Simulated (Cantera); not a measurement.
**Diamond growth**

A diamond (100) surface in a fixed gas of H2 with x(CH4) = 0.0065, x(H) = 0.01, x(CH3) = 2.1e-05, at 1348 K; coverages are run to steady state.

Model: the Harris–Goodwin 1993 mechanism for the reconstructed diamond (100) surface, integrated in Cantera.

```
P (Pa)  growth (µm/h)  θ c6HH  θ c6H*  θ c6*H  θ c6**    θ c6HM
------  -------------  ------  ------  ------  ------  --------
890            0.0308   0.356  0.0542   0.536  0.0532   3.49e-6
1600           0.0642   0.356  0.0543   0.536  0.0532   6.44e-6
2700            0.123   0.356  0.0543   0.536  0.0532   1.09e-5
4800            0.258   0.356  0.0543   0.536  0.0532   1.92e-5
8400            0.550   0.356  0.0544   0.536  0.0532   3.25e-5
15000            1.26   0.356  0.0545   0.536  0.0533   5.42e-5
26000            2.84   0.356  0.0547   0.536  0.0533   8.44e-5
45000            6.39   0.356  0.0551   0.535  0.0534  0.000124
```
θ: site fractions in the mechanism's names (c6HH fully hydrogenated, c6H* and c6*H radical sites, c6** diradical, c6HM methylated).
